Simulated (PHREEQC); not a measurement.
Metal-bearing waste water: an equilibrium model

Dissolve 0.24 mol/kgw ZnSO4, 0.00095 mol/kgw CuCl2, 0.00087 mol/kgw H2SO4 and 0.052 mol/kgw NaCl at 25 °C. Closed to the air; pH follows from the charge balance.

The numbers come from PHREEQC with the ion-association model, wateq4f.dat.

No solid was allowed to form.

**Question.** Predict the pH, activity of water, ionic strength.

**Answer.** pH 3.30; activity of water 0.993; ionic strength 0.499 mol/kgw.

**Question.** In which forms is S present?

**Answer.** ZnSO4 35 %, Zn(SO4)2-2 33 %, SO4-2 30 %, NaSO4- 1.5 % of the S.
